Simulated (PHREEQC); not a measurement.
**Nickel, zinc or cadmium bath: an equilibrium model**

A solution holds 0.1 mol/kgw CdCl2, 9.7e-05 mol/kgw Na2SO4 and 0.0031 mol/kgw MnSO4, at 25 °C. Closed to the air; pH follows from the charge balance.

Model: ion-association model, phreeqc.dat, run in PHREEQC.

```json
{
  "pH": "5.40",
  "ionic_strength": "0.131 mol/kgw",
  "density": "1.013 g/cm³"
}
```

```tsv
species	molality	activity	log γ
Cl-	0.103	0.0769	-0.127
CdCl+	0.0635	0.0486	-0.116
Cd+2	0.0192	0.00663	-0.462
CdCl2	0.0151	0.0156	0.013
Mn+2	0.00259	0.000960	-0.431
SO4-2	0.00187	0.000634	-0.469
CdSO4	0.00118	0.00121	0.013
CdCl3-	0.000986	0.000756	-0.116
MnCl+	0.000392	0.000301	-0.116
Na+	0.000193	0.000149	-0.114
MnSO4	0.000105	0.000108	0.013
Cd(SO4)2-2	2.44e-5	8.43e-6	-0.462
MnCl2	9.78e-6	1.01e-5	0.013
CdOHCl	4.92e-6	5.07e-6	0.013
H+	4.85e-6	3.95e-6	-0.089
```

This is a speciation only: nothing precipitates in the calculation.
